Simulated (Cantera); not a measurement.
A Cantera script and its output.

```python
import numpy as np
import cantera as ct

gas = ct.Solution("gri30.yaml")
gas.TPX = 398, 490000, {'CH3OH': 1, 'O2': 1.58, 'N2': 5.94, 'H2O': 2.4}
flame = ct.FreeFlame(gas, width=0.013)
flame.set_refine_criteria(ratio=3, slope=0.08, curve=0.16)
flame.transport_model = "mixture-averaged"
flame.solve(loglevel=0, auto=True)
flame.transport_model = "multicomponent"
flame.soret_enabled = False
flame.solve(loglevel=0, refine_grid=True)
z, T = flame.grid, flame.T
thick = (T[-1] - T[0]) / np.gradient(T, z).max()
show = ['CH3OH', 'O2', 'H2O', 'CO', 'HO2', 'C2H']
print(f"laminar burning velocity  {flame.velocity[0] * 100:.3f} cm/s")
print(f"burnt temperature         {T[-1]:.1f} K")
print(f"thermal thickness         {thick * 1e3:.4f} mm")
print(f"grid points               {len(z)}")
z0 = z[flame.heat_release_rate.argmax()]
print(f"{'z/mm':>9s}{'T/K':>9s}{'u/(m/s)':>9s}" + "".join(f"{s:>11s}" for s in show))
rows = []
for k in (-3, -2, -1.5, -1, -0.5, -0.25, 0, 0.25, 0.5, 1, 2, 4, 8):
    zz = z0 + k * thick
    rows.append([k * thick, np.interp(zz, z, T), np.interp(zz, z, flame.velocity),
                 *(np.interp(zz, z, flame.X[gas.species_index(s)]) for s in show)])
    print(f"{rows[-1][0] * 1e3:9.3f}{rows[-1][1]:9.1f}{rows[-1][2]:9.3f}" + "".join(f"{x:11.3e}" for x in rows[-1][3:]))
```

It prints:

```
laminar burning velocity  15.177 cm/s
burnt temperature         1910.1 K
thermal thickness         0.2443 mm
grid points               126
     z/mm      T/K  u/(m/s)      CH3OH         O2        H2O         CO        HO2        C2H
   -0.733    398.5    0.152  9.149e-02  1.445e-01  2.196e-01  8.383e-06  2.354e-08  2.704e-20
   -0.489    402.4    0.154  9.131e-02  1.440e-01  2.199e-01  7.871e-05  2.234e-07  3.538e-19
   -0.366    419.0    0.161  9.076e-02  1.426e-01  2.217e-01  3.954e-04  1.197e-06  4.936e-19
   -0.244    514.7    0.199  8.671e-02  1.350e-01  2.327e-01  2.404e-03  9.610e-06  1.669e-18
   -0.122    876.6    0.346  6.272e-02  1.048e-01  2.743e-01  1.168e-02  9.296e-05  6.156e-18
   -0.061   1194.3    0.479  3.355e-02  7.471e-02  3.119e-01  2.163e-02  3.865e-04  1.113e-15
    0.000   1551.1    0.631  1.964e-03  3.876e-02  3.538e-01  3.017e-02  4.346e-04  6.099e-13
    0.061   1728.9    0.697  3.812e-07  2.073e-02  3.691e-01  1.526e-02  4.011e-05  1.056e-12
    0.122   1803.4    0.724  1.495e-09  1.462e-02  3.742e-01  7.654e-03  1.818e-05  5.209e-14
    0.244   1859.5    0.744  2.515e-12  1.065e-02  3.789e-01  3.260e-03  6.773e-06  3.161e-16
    0.489   1890.5    0.755  4.700e-16  8.599e-03  3.822e-01  1.408e-03  2.297e-06 -2.576e-18
    0.977   1904.6    0.760  1.034e-16  7.719e-03  3.838e-01  6.037e-04  8.693e-07  1.022e-18
    1.954   1909.2    0.762 -6.397e-17  7.452e-03  3.843e-01  3.289e-04  5.175e-07 -5.448e-19
```

Cantera simulation using GRI-Mech 3.0 (53 species, 325 reactions); the numbers are that mechanism's predictions, not measurements. GRI-Mech 3.0 was tuned for natural gas; its chemistry of methanol as a main component is partial and can be far from experiment. Burning velocities carry a grid error of a few per cent, more on coarse grids.
